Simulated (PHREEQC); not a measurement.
Synthetic water in mg/kgw, 25 °C, pH 6.73, pe 11.3:

```tsv
constituent	mg/kgw
Na	2130
K	28
Ca	92
Mg	154
Cl	3820
S(6) as SO4	379
Alkalinity as HCO3	0.0025
O(0) (dissolved oxygen)	7.4
```

Cl is adjusted to close the charge balance.
Valence states are taken as typed.

Equilibrium calculation in PHREEQC: ion-association model, phreeqc.dat.

**Question.** The ionic strength comes out as 0.120 mol/kgw. What activity coefficients do KSO4-, Cl-, NaSO4-, Ca+2, SO4-2 get?

**Answer.** KSO4- 0.78, Cl- 0.75, NaSO4- 0.78, Ca+2 0.37, SO4-2 0.35.

Precipitation was switched off in this run.
